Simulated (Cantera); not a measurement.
Feed: 1 mol SiH₄, 22 mol N₂, 0.43 mol NH₃, held at 1330 Pa.

Cantera equilibrium calculation (NASA polynomials, part measured and part estimated; ideal gas, pure solids and liquids). Candidate condensed phases: Si, Si₃N₄; 18 gas species. The numbers say what is thermodynamically allowed, not how fast it happens. All values below are at 1798 K.

Base state: N₂ 0.890, H₂ 0.109, H 0.00101, Si 0.000186, Si₂N 1.16e-5 (mole fractions); condensed: Si₃N₄(s).

Problem. What changes in the equilibrium state with this change: SiH₄ replaced by trisilylamine?

Solution. 
```csv
species,before,after
N₂,0.890,0.800
H₂,0.109,0.198
H,0.00101,0.00136
Si,0.000186,0.000199
SiH,8.11e-6,1.17e-5
Si₂N,1.16e-5,1.27e-5
"Si₃N₄(s), mol",0.331,0.998
```
The feed counts by its element totals alone.

Problem. What changes in the equilibrium state with this change: SiH₄ replaced by Si₂Cl₆?

Solution. 
| species | before | after |
|---|---|---|
| N₂ | 0.890 | 0.864 |
| SiCl₂ | 0 | 0.0616 |
| HCl | 0 | 0.0497 |
| H₂ | 0.109 | 0.000215 |
| SiCl₃ | 0 | 0.0123 |
| Cl | 0 | 0.00791 |
| SiCl₄ | 0 | 0.00396 |
| SiCl | 0 | 1.37e-5 |
| Si₃N₄(s), mol | 0.331 | 0 |
The feed counts by its element totals alone. The tables' values for SiCl₃, SiCl are old estimates; treat these amounts as uncertain. Further candidate phases: NH₄Cl.
